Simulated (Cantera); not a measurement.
Input: 1 mol SiH2Cl2, 4.7 mol HCl, 850 mol H2, at 1650 K and 7.50 Torr.

Cantera equilibrium calculation (NASA polynomials, part measured and part estimated; ideal gas, pure solids and liquids). Candidate condensed phases: Si; 19 gas species. Kinetics and transport are ignored.

Base state: H2 0.991, HCl 0.00741, H 0.000905, SiCl2 0.000197, Si 2.68e-5 (mole fractions); condensed: Si(s).

Task: What changes in the equilibrium state with this change: H2 from 850 to 15 mol?

Result: 
```tsv
species	before	after
H2	0.991	0.738
HCl	0.00741	0.215
SiCl2	0.000197	0.0448
SiCl4	<1e-9	6.66e-5
SiCl3	1.52e-7	0.00117
SiHCl3	5.82e-9	3.84e-5
Cl	5.30e-6	0.000178
Si(s), mol	0.792	0
```
The tables' values for SiCl3, SiCl are old estimates; treat these amounts as uncertain.
